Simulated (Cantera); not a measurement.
# toluene + H₂ (carbon deposition, reforming and gasification)

Input: 1 mol toluene, 77 mol H₂, held at 0.150 bar.

These are equilibrium values from Cantera (NASA tables, ideal gas, pure condensed phases), not measurements of a reactor. Candidate condensed phases: C, C₆H₆, C₇H₈, C₈H₁₈; 76 gas species. Rates play no part.

| T (°C) | log p H₂ | log p H | log p C₂H₂ (acetylene) | log p C₂H | n C(graphite) |
|---|---|---|---|---|---|
| 2125 | -0.84 | -2.22 | -3.01 | -5.63 | 5.90 |
| 2175 | -0.85 | -2.13 | -2.91 | -5.38 | 5.63 |
| 2225 | -0.86 | -2.03 | -2.83 | -5.15 | 5.31 |
| 2275 | -0.86 | -1.94 | -2.74 | -4.92 | 4.93 |
| 2325 | -0.87 | -1.86 | -2.67 | -4.71 | 4.49 |
| 2375 | -0.88 | -1.77 | -2.59 | -4.50 | 3.99 |
| 2425 | -0.90 | -1.70 | -2.53 | -4.30 | 3.41 |
| 2475 | -0.91 | -1.62 | -2.47 | -4.11 | 2.75 |
| 2525 | -0.93 | -1.55 | -2.41 | -3.93 | 1.99 |
| 2575 | -0.95 | -1.49 | -2.36 | -3.76 | 1.13 |
| 2625 | -0.97 | -1.43 | -2.31 | -3.60 | 0.142 |
log p: log10 of the partial pressure in bar; n: condensed amount in mol.

From 2125 °C to 2625 °C the condensed part is C(graphite). The main C-bearing gas is C₂H₂ (acetylene) throughout. The share of C in condensed phases is highest at 2125 °C (84.3 %) and lowest at 2625 °C (2.0 %).
